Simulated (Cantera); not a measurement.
A freely propagating, adiabatic, planar premixed flame of CO : H2 : CH4 : O2 : N2 : H2O = 1 : 1.2 : 0.2 : 1.25 : 4.75 : 2 (molar parts), equivalence ratio 1.2, unburnt at 525 K and 13300 Pa; mixture-averaged transport, grid criteria slope 0.08 and curve 0.16, no radiation.

Detailed kinetics in Cantera: GRI-Mech 3.0 (53 species, 325 reactions). Burning velocities carry a grid error of a few per cent, more on coarse grids.

Question: How do the results move with these cheaper or finer settings: unity-Lewis-number transport; multicomponent transport; multicomponent+Soret transport; grid criteria slope 0.5, curve 1; grid criteria slope 0.25, curve 0.5; grid criteria slope 0.03, curve 0.06?

Answer: 
```json
[
 {"setting": "as above", "laminar burning velocity": "235 cm/s", "thermal thickness": "3.53 mm", "peak x(CH3)": "0.000302", "peak x(HCO)": "1.65e-5", "grid points": "164"},
 {"setting": "unity-Lewis-number transport", "laminar burning velocity": "146 cm/s", "thermal thickness": "3.33 mm", "peak x(CH3)": "0.000210", "peak x(HCO)": "1.15e-5", "grid points": "147"},
 {"setting": "multicomponent transport", "laminar burning velocity": "234 cm/s", "thermal thickness": "3.55 mm", "peak x(CH3)": "0.000302", "peak x(HCO)": "1.65e-5", "grid points": "164"},
 {"setting": "multicomponent+Soret transport", "laminar burning velocity": "225 cm/s", "thermal thickness": "3.53 mm", "peak x(CH3)": "0.000289", "peak x(HCO)": "1.60e-5", "grid points": "165"},
 {"setting": "grid criteria slope 0.5, curve 1", "laminar burning velocity": "258 cm/s", "thermal thickness": "4.34 mm", "peak x(CH3)": "0.000278", "peak x(HCO)": "1.48e-5", "grid points": "58"},
 {"setting": "grid criteria slope 0.25, curve 0.5", "laminar burning velocity": "244 cm/s", "thermal thickness": "3.86 mm", "peak x(CH3)": "0.000291", "peak x(HCO)": "1.58e-5", "grid points": "91"},
 {"setting": "grid criteria slope 0.03, curve 0.06", "laminar burning velocity": "232 cm/s", "thermal thickness": "3.47 mm", "peak x(CH3)": "0.000304", "peak x(HCO)": "1.67e-5", "grid points": "358"}
]
```
The base run took around 18 core-seconds (rough).
Unity Lewis numbers drop preferential diffusion, which matters most where H2 and H carry the flame; Soret adds thermal diffusion.
